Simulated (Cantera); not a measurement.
A counterflow diffusion flame at 0.780 bar, nozzles 20 mm apart: fuel side CO : H2 : CH4 = 1 : 0.13 : 0.047 (molar parts) at 575 K, oxidiser side O2 : N2 = 0.2 : 0.8 (molar parts) at 548 K, fuel mass flux 0.93 times the oxidiser's; mixture-averaged transport, no radiation.

Model: GRI-Mech 3.0 (53 species, 325 reactions), integrated in Cantera. GRI-Mech 3.0 has no aromatics or soot, which form on the fuel side of real flames. The maximum strain rate includes the flame's own expansion and is several times the mean.

x: mole fraction; the columns are a selection and need not sum to one.

```tsv
oxidiser flux (kg/m²/s)	max strain (1/s)	mean strain (1/s)	T max (K)	peak x OH	peak x H	peak x NO	peak x CO	peak x C2H2
0.47	___	102	2017	0.00750	0.00911	9.76e-5	0.854	0.00188
0.62	___	135	1984	0.00740	0.00986	8.46e-5	0.854	0.00188
0.82	___	178	1951	0.00727	0.0106	7.37e-5	0.854	0.00185
1.1	___	239	1917	0.00706	0.0114	6.33e-5	0.854	0.00179
1.4	___	304	1888	0.00685	0.0120	5.51e-5	0.854	0.00171
1.9	___	412	1855	0.00657	0.0128	4.57e-5	0.854	0.00158
2.5	___	542	1823	0.00626	0.0134	3.75e-5	0.855	0.00141
3.3	___	716	1789	0.00588	0.0139	2.95e-5	0.854	0.00118
```

### Question
Some entries are withheld; supply them.

### Answer

- 0.47, max strain (1/s): 338
- 0.62, max strain (1/s): 437
- 0.82, max strain (1/s): 568
- 1.1, max strain (1/s): 749
- 1.4, max strain (1/s): 941
- 1.9, max strain (1/s): 1260
- 2.5, max strain (1/s): 1640
- 3.3, max strain (1/s): 2130
